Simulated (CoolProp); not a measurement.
Vapour-liquid equilibrium of R125 (1) + dimethyl ether (2) at 302.3 K; x and y are mole fractions of (1).

Values from CoolProp's multi-fluid Helmholtz-energy mixture model, Lemmon 2005 and Wu 2011; pair parameters Bell 2016.

```
x     bubble pressure (MPa)  y at the bubble point  dew pressure at overall composition x (MPa)  liquid density (mol/L)
----  ---------------------  ---------------------  -------------------------------------------  ----------------------
0.05                 0.6797                  0.069                                       0.6753                       …
0.15                 0.7154                  0.205                                       0.7000                       …
0.25                 0.7591                      …                                            …                   13.17
0.35                 0.8136                  0.469                                       0.7631                   12.76
0.45                 0.8814                  0.590                                       0.8048                   12.35
0.55                 0.9647                  0.699                                       0.8568                   11.93
0.65                  1.065                  0.794                                       0.9239                   11.50
0.75                  1.183                      …                                            …                   11.04
0.85                      …                  0.934                                        1.146                   10.55
0.95                  1.460                  0.981                                        1.360                   10.00
```

Q: Complete the blanks.

A: 
- 0.05, liquid density (mol/L): 14.00
- 0.15, liquid density (mol/L): 13.58
- 0.25, y at the bubble point: 0.339
- 0.25, dew pressure at overall composition x (MPa): 0.7288
- 0.75, y at the bubble point: 0.872
- 0.75, dew pressure at overall composition x (MPa): 1.014
- 0.85, bubble pressure (MPa): 1.315

No azeotrope shows between x = 0.05 and 0.95.

The pair parameters rest on a limited set of measurements; away from them the model extrapolates.
